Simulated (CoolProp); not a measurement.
Vapour-liquid equilibrium of cyclohexane (1) + toluene (2) at 0.0685 MPa; x and y are mole fractions of (1).

The numbers come from the multi-fluid Helmholtz-energy mixture model, Zhou 2014 and Lemmon 2006; pair parameters Bell 2016 in CoolProp.

**Question.** Give the bubble temperature and the first vapour's composition at x = 0.05, 0.5, 0.8. Is there an azeotrope?

**Answer.** x = 0.05: 367.4 K, y = 0.135; x = 0.5: 350.4 K, y = 0.718; x = 0.8: 344.5 K, y = 0.895. No azeotrope shows between x = 0.05 and 0.95.

The pair parameters rest on a limited set of measurements; away from them the model extrapolates.
